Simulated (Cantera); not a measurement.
# Cu + F2 + N2 (aluminium and copper etching)

A closed system holds: 1 mol Cu, 5.8 mol F2, 35 mol N2, held at 1200 K.

Method: chemical equilibrium by Gibbs-energy minimisation in Cantera with the NASA 1993 tables (ideal gas, pure condensed phases). Candidate condensed phases: Cu, CuF2; 11 gas species. The numbers say what is thermodynamically allowed, not how fast it happens.

From 1.00 Pa to 13.0 mbar nothing is condensed. From 56.0 mbar to 1.00 bar the condensed part is CuF2(l). The main Cu-bearing gas is CuF2 throughout.

```json
[
 {"P (Pa)": "1", "x N2": "0.767", "x F": "0.211", "x F2": "1.68e-6", "x CuF2": "0.0219", "n CuF2(l)": "0"},
 {"P (Pa)": "4.20", "x N2": "0.768", "x F": "0.211", "x F2": "7.04e-6", "x CuF2": "0.0219", "n CuF2(l)": "0"},
 {"P (Pa)": "18", "x N2": "0.768", "x F": "0.210", "x F2": "3.01e-5", "x CuF2": "0.0219", "n CuF2(l)": "0"},
 {"P (Pa)": "75", "x N2": "0.768", "x F": "0.210", "x F2": "0.000125", "x CuF2": "0.0219", "n CuF2(l)": "0"},
 {"P (Pa)": "320", "x N2": "0.768", "x F": "0.210", "x F2": "0.000531", "x CuF2": "0.0219", "n CuF2(l)": "0"},
 {"P (Pa)": "1300", "x N2": "0.769", "x F": "0.207", "x F2": "0.00210", "x CuF2": "0.0220", "n CuF2(l)": "0"},
 {"P (Pa)": "5600", "x N2": "0.775", "x F": "0.196", "x F2": "0.00816", "x CuF2": "0.0202", "n CuF2(l)": "0.0884"},
 {"P (Pa)": "24000", "x N2": "0.801", "x F": "0.168", "x F2": "0.0257", "x CuF2": "0.00471", "n CuF2(l)": "0.794"},
 {"P (Pa)": "100000", "x N2": "0.826", "x F": "0.119", "x F2": "0.0534", "x CuF2": "0.00113", "n CuF2(l)": "0.952"}
]
```
x: gas mole fraction; n: condensed amount in mol.
